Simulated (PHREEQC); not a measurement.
# Metal-bearing waste water: an equilibrium model

Solution (5 °C): 0.032 mol/kgw FeCl3 and 0.18 mol/kgw MgSO4. Closed to the air; pH follows from the charge balance.

Computed with PHREEQC (ion-association model, phreeqc.dat).

Each row changes one thing in this solution. Precipitation was switched off in this run.

```tsv
case	pH	ionic strength (mol/kgw)	SO4-2 (mol/kgw)	HSO4- (mol/kgw)
as made	2.98	0.451	0.0752	0.00153
FeCl3 from 0.032 to 0.0352 mol/kgw	2.95	0.458	0.0734	0.00161
FeCl3 replaced by KCl at the same molality	7.06	0.420	0.0955	1.69e-7
FeCl3 left out	7.07	0.383	0.0958	1.72e-7
diluted 5-fold with water	3.20	0.108	0.0198	0.000389
MgSO4 from 0.18 to 0.198 mol/kgw	3.01	0.482	0.0830	0.00154
MgSO4 replaced by MnSO4 at the same molality	3.02	0.472	0.0853	0.00156
```

Complexes and solids missing from the database can't appear. Some of these states are supersaturated (in Hematite (slow to form), Goethite (slow to form), for instance). Away from 25 °C the constants follow the database's enthalpies or fits; those with neither stay at their 25 °C values.
